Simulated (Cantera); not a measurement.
An isothermal, constant-pressure homogeneous reactor starts with NO : N2 = 1 : 2.3 (molar parts), at 1773 K and 3100 Pa. Integrator tolerance rtol = 1e-08.

Computed with Cantera and GRI-Mech 3.0 (53 species, 325 reactions). Radical loss at walls, strong at low pressure, is not modelled.

Problem. What does this change do: pressure from 3100 Pa to 68000 Pa?

Solution. 
```tsv
quantity	before	after
x(NO) at 5.00 s	0.296 (gas-phase equilibrium 0.00333)	0.211 (gas-phase equilibrium 0.00333)
x(N2) at 5.00 s	0.700 (gas-phase equilibrium 0.847)	0.743 (gas-phase equilibrium 0.847)
x(O2) at 5.00 s	0.00330 (gas-phase equilibrium 0.150)	0.0459 (gas-phase equilibrium 0.150)
x(N2O) at 5.00 s	3.27e-5 (gas-phase equilibrium 3.51e-8)	1.77e-5 (gas-phase equilibrium 1.64e-7)
x(NO2) at 5.00 s	2.11e-5 (gas-phase equilibrium 1.31e-6)	0.000219 (gas-phase equilibrium 6.15e-6)
x(O) at 5.00 s	4.99e-5 (gas-phase equilibrium 0.000208)	2.54e-5 (gas-phase equilibrium 4.43e-5)
```
